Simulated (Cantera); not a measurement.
Charge: 1 mol Fe(CO)5, 6.9 mol CO, 47 mol H2, equilibrated at 0.100 bar.

Cantera equilibrium calculation (NASA polynomials, part measured and part estimated; ideal gas, pure solids and liquids). Candidate condensed phases: C, C6H6, C7H8, C8H18, Fe, Fe(CO)5, FeO, Fe(OH)2, Fe(OH)3, Fe2O3, Fe3O4, H2O; 114 gas species. Condensed phases not in the tables: cementite and carbon dissolved in iron. Kinetics and transport are ignored.

x: gas mole fraction; n: condensed amount in mol.

```csv
T (K),x H2,x CO,x H2O,x CH4,x CO2,n C(graphite),n Fe(α),n Fe(γ)
1000,0.791,0.195,0.00608,0.00598,(withheld),0.131,1.00,0
1025,0.793,0.197,0.00415,0.00462,(withheld),0.0506,1.00,0
1050,0.794,0.199,0.00287,0.00361,(withheld),0.00616,1.00,0
1075,0.795,0.200,0.00212,0.00270,(withheld),0,1.00,0
1100,0.796,0.200,0.00161,0.00201,(withheld),0,1.00,0
1125,0.796,0.201,0.00124,0.00152,(withheld),0,1.00,0
1150,0.797,0.201,0.000959,0.00116,(withheld),0,1.00,0
1175,0.797,0.201,0.000752,0.000900,(withheld),0,1.00,0
1200,0.797,0.202,0.000594,0.000704,(withheld),0,0,1.00
1225,0.797,0.202,0.000474,0.000556,(withheld),0,0,1.00
1250,0.797,0.202,0.000382,0.000443,(withheld),0,0,1.00
```

Task: Fill in the missing entries.

Result: 
- 1000, x CO2: 0.00215
- 1025, x CO2: 0.00134
- 1050, x CO2: 0.000846
- 1075, x CO2: 0.000574
- 1100, x CO2: 0.000400
- 1125, x CO2: 0.000284
- 1150, x CO2: 0.000204
- 1175, x CO2: 0.000148
- 1200, x CO2: 0.000109
- 1225, x CO2: 8.17e-5
- 1250, x CO2: 6.17e-5
